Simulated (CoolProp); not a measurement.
Dimethyl carbonate along the isobar 20.2 MPa: fugacity coefficient from the reference equation and from simpler models built on Tc = 557.0 K, pc = 4.909 MPa, ω = 0.346; each cubic takes its own stable root.

Computed with CoolProp (reference Helmholtz-energy equation of state, Zhou 2011).

```
T (K)          phase  reference
-----  -------------  ---------
406.5         liquid    0.02773
434.1         liquid    0.04905
461.8         liquid    0.07934
489.4         liquid     0.1189
517.1         liquid     0.1678
544.7         liquid     0.2246
572.4  supercritical     0.2876
600    supercritical     0.3540
```

### Question
How far does each simpler model (van der Waals, Soave-Redlich-Kwong) lie from the reference over these 8 states: mean and median of the absolute difference, and the worst?

### Answer
- van der Waals: mean 116.1 %, median 76.4 %, worst +346.8 % at 406.5 K and 20.2 MPa
- Soave-Redlich-Kwong: mean 9.0 %, median 9.2 %, worst +9.7 % at 517.1 K and 20.2 MPa
